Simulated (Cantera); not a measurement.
Cantera run:

```python
import numpy as np
import cantera as ct

gas_names = """
    Cu CuO Cu2 H HNO HNO2 HNO3 HO2 H2 H2O H2O2 N NH NH2 NH3 NH2OH NO NO2 NO3 N2 N2H2 N2H4 N2O O OH O2 O3
""".split()
cond_names = """
    Cu(cr) Cu(L) CuO(s) CuO2H2(s) Cu2O(s) Cu2O(L) H2O(s) H2O(L)
""".split()


# ... load() reads the species with a 1 bar reference pressure and builds the phases ...
atoms = {
    'CuO': {'Cu': 1, 'O': 1},
    'H2': {'H': 2},
    'N2': {'N': 2},
}
top_T = {'CuO(s)': 1390}  # K; cautious upper limits of use, not melting points


# ... equilibrate(T, P, feed) seeds the gas with the atoms and calls Mixture.equilibrate('TP', solver="vcs", rtol=1e-11, max_steps=5000) ...
results = []
feed = {'CuO': 1, 'H2': 200, 'N2': 23}  # mol
T = 2148  # K
P = 2300  # Pa
mix = equilibrate(T, P, feed)
results.append((T, P, feed, dict(zip(mix.species_names, mix.species_moles))))
x = sorted(zip(gas.X, gas.species_names), reverse=True)
print(f"T = {T:g} K  P = {P:g} Pa  gas = {mix.phase_moles(0):.4g} mol")
print("   x: " + "  ".join(f"{s} {v:.3e}" for v, s in x if v > 0.0001))
print("   condensed (mol): " + ("  ".join(f"{mix.phase(i).name} {mix.phase_moles(i):.4g}"
      for i in range(1, mix.n_phases) if mix.phase_moles(i) > 1e-12) or "none"))
```

Output:

```
T = 2148 K  P = 2300 Pa  gas = 226.9 mol
   x: H2 8.643e-01  N2 1.014e-01  H 2.555e-02  Cu 4.407e-03  H2O 4.390e-03
   condensed (mol): none
```

Method: chemical equilibrium by Gibbs-energy minimisation in Cantera with the NASA 1993 tables (ideal gas, pure condensed phases).
